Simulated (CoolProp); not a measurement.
Properties of R236FA along the isotherm 201.7 K (Tc = 398.1 K, pc = 31.91 bar, ω = 0.377).

Computed with CoolProp (reference Helmholtz-energy equation of state, Pan 2012).

```
p (bar)   phase  density (kg/m³)  speed of sound (m/s)  Joule-Thomson coefficient (K/MPa)  expansivity (1/kK)  Prandtl number
-------  ------  ---------------  --------------------  ---------------------------------  ------------------  --------------
4.35     liquid             1649                 945.0                            -0.3455               1.653            17.6
8.7      liquid             1650                 946.5                            -0.3459               1.648            17.7
13.1     liquid             1650                 948.0                            -0.3464               1.644            17.8
17.4     liquid             1651                 949.4                            -0.3468               1.639            18.0
21.8     liquid             1652                 950.9                            -0.3473               1.634            18.1
26.1     liquid             1652                 952.3                            -0.3477               1.630            18.2
30.5     liquid             1653                 953.7                            -0.3482               1.625            18.3
34.8     liquid             1654                 955.1                            -0.3486               1.621            18.5
39.2     liquid             1654                 956.6                            -0.3490               1.616            18.6
43.5     liquid             1655                 958.0                            -0.3494               1.612            18.7
47.9     liquid             1656                 959.4                            -0.3499               1.608            18.9
```

Viscosity comes from a separate model (Huber 2003), an estimate that may be off by 10 % or more. Thermal conductivity comes from a separate model (Huber 2003), an estimate that may be off by 10 % or more.
